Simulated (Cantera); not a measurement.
An adiabatic, constant-volume homogeneous reactor starts with 3.83 % CH4, 0.728 % H2, 19.6 % O2, 73.6 % N2, 2.26 % H2O, equivalence ratio 0.41, at 1673 K and 100000 Pa.

Model: GRI-Mech 3.0 (53 species, 325 reactions), integrated in Cantera.

Q: Predict: time of steepest temperature rise; temperature at 4.00 s; equilibrium temperature; x(H2) at 4.00 s; x(O2) at 4.00 s; x(NO) at 4.00 s; x(H) at 4.00 s.

A: 
```json
{
 "time_of_steepest_temperature_rise": "0.144 ms",
 "temperature at 4.00 s": "2536 K",
 "equilibrium_temperature": "2536 K",
 "x(H2) at 4.00 s": "0.00174 (gas-phase equilibrium 0.00174)",
 "x(O2) at 4.00 s": "0.104 (gas-phase equilibrium 0.104)",
 "x(NO) at 4.00 s": "0.0166 (gas-phase equilibrium 0.0166)",
 "x(H) at 4.00 s": "0.00100 (gas-phase equilibrium 0.00100)"
}
```
